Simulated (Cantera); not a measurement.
An adiabatic, constant-pressure homogeneous reactor starts with 42.4 % H2, 10.6 % O2, 39.8 % N2, 7.20 % H2O, equivalence ratio 2.0, at 1675 K and 1.00 bar.

Model: the H2/O2 subset of GRI-Mech 3.0, which has no nitrogen chemistry, integrated in Cantera.

x: mole fraction; the columns are a selection and need not sum to one.

| t (s) | T (K) | x H2 | x O2 | x H2O | x O | x HO2 | x H |
|---|---|---|---|---|---|---|---|
| 1.00e-5 | 1835 | 0.203 | 0.0193 | 0.224 | 0.00936 | [?] | 0.130 |
| 2.31e-5 | 2163 | 0.191 | 0.00450 | 0.257 | 0.00784 | [?] | 0.110 |
| 5.34e-5 | 2441 | 0.206 | 0.00261 | 0.271 | 0.00476 | [?] | 0.0761 |
| 0.000123 | 2661 | 0.216 | 0.00132 | 0.284 | 0.00245 | [?] | 0.0506 |
| 0.000285 | 2769 | 0.221 | 0.000795 | 0.292 | 0.00150 | 7.23e-7 | 0.0382 |
| 0.000658 | 2783 | 0.222 | 0.000735 | 0.293 | 0.00138 | 6.82e-7 | 0.0366 |
| 0.00152 | 2783 | 0.222 | 0.000734 | 0.293 | 0.00138 | 6.81e-7 | 0.0366 |
| 0.00351 | 2783 | 0.222 | 0.000734 | 0.293 | 0.00138 | 6.81e-7 | 0.0366 |
| 0.00811 | 2783 | 0.222 | 0.000734 | 0.293 | 0.00138 | 6.81e-7 | 0.0366 |
| 0.0187 | 2783 | 0.222 | 0.000734 | 0.293 | 0.00138 | 6.81e-7 | 0.0366 |
| 0.0433 | 2783 | 0.222 | 0.000734 | 0.293 | 0.00138 | 6.81e-7 | 0.0366 |
| 0.100 | 2783 | 0.222 | 0.000734 | 0.293 | 0.00138 | 6.81e-7 | 0.0366 |

Task: Some entries are withheld; supply them.

Result: 
- 1.00e-5, x HO2: 1.25e-5
- 2.31e-5, x HO2: 2.70e-6
- 5.34e-5, x HO2: 1.58e-6
- 0.000123, x HO2: 1.01e-6
